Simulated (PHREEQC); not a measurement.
0.2 g of hydrous ferric oxide (600 m²/g; 0.2 weak and 0.005 strong sites per Fe, Dzombak-Morel constants, diffuse double layer) in 1 kg of water with 0.3 mol/kgw of an inert sodium salt and 1.3e-05 mol Na2SO4 and 0.00051 mol Ag2SO4, at 25 °C; the pH is set by adding NaOH or the inert anion's acid. Oxygen is held at 0.21 atm. The system is closed to CO2. Nothing may precipitate in this run.

Base run: PHREEQC, ion-association model, wateq4f.dat. Each further column changes one thing. The table gives Ag sorbed (%).

```json
[
 {"pH": "4", "base": "0.0", "no electrostatic term (-no_edl)": "0.0", "background salt from 0.3 to 0.03 mol/kgw": "0.0", "oxide from 0.2 to 1 g/kgw": "0.0", "0.00039 mol/kgw MgCl2 added": "0.0"},
 {"pH": "4.38", "base": "0.0", "no electrostatic term (-no_edl)": "0.0", "background salt from 0.3 to 0.03 mol/kgw": "0.0", "oxide from 0.2 to 1 g/kgw": "0.1", "0.00039 mol/kgw MgCl2 added": "0.0"},
 {"pH": "5.12", "base": "0.3", "no electrostatic term (-no_edl)": "0.0", "background salt from 0.3 to 0.03 mol/kgw": "0.3", "oxide from 0.2 to 1 g/kgw": "1.5", "0.00039 mol/kgw MgCl2 added": "0.2"},
 {"pH": "5.5", "base": "0.6", "no electrostatic term (-no_edl)": "0.1", "background salt from 0.3 to 0.03 mol/kgw": "0.7", "oxide from 0.2 to 1 g/kgw": "3.2", "0.00039 mol/kgw MgCl2 added": "0.5"},
 {"pH": "6.25", "base": "1.2", "no electrostatic term (-no_edl)": "0.8", "background salt from 0.3 to 0.03 mol/kgw": "1.2", "oxide from 0.2 to 1 g/kgw": "5.8", "0.00039 mol/kgw MgCl2 added": "1.1"},
 {"pH": "6.62", "base": "1.5", "no electrostatic term (-no_edl)": "1.1", "background salt from 0.3 to 0.03 mol/kgw": "1.5", "oxide from 0.2 to 1 g/kgw": "7.3", "0.00039 mol/kgw MgCl2 added": "1.4"},
 {"pH": "7.38", "base": "3.7", "no electrostatic term (-no_edl)": "3.1", "background salt from 0.3 to 0.03 mol/kgw": "4.1", "oxide from 0.2 to 1 g/kgw": "17.0", "0.00039 mol/kgw MgCl2 added": "3.0"},
 {"pH": "7.75", "base": "6.8", "no electrostatic term (-no_edl)": "6.5", "background salt from 0.3 to 0.03 mol/kgw": "7.5", "oxide from 0.2 to 1 g/kgw": "28.2", "0.00039 mol/kgw MgCl2 added": "5.1"},
 {"pH": "8.5", "base": "19.5", "no electrostatic term (-no_edl)": "18.8", "background salt from 0.3 to 0.03 mol/kgw": "21.0", "oxide from 0.2 to 1 g/kgw": "61.8", "0.00039 mol/kgw MgCl2 added": "12.3"},
 {"pH": "8.88", "base": "27.2", "no electrostatic term (-no_edl)": "24.4", "background salt from 0.3 to 0.03 mol/kgw": "29.0", "oxide from 0.2 to 1 g/kgw": "76.9", "0.00039 mol/kgw MgCl2 added": "15.4"},
 {"pH": "9.62", "base": "36.4", "no electrostatic term (-no_edl)": "29.7", "background salt from 0.3 to 0.03 mol/kgw": "38.9", "oxide from 0.2 to 1 g/kgw": "92.9", "0.00039 mol/kgw MgCl2 added": "18.2"},
 {"pH": "10", "base": "38.2", "no electrostatic term (-no_edl)": "30.6", "background salt from 0.3 to 0.03 mol/kgw": "40.8", "oxide from 0.2 to 1 g/kgw": "96.2", "0.00039 mol/kgw MgCl2 added": "18.6"}
]
```

In at least one series the solution becomes supersaturated in solids that the run did not let form, among them Ag2O.
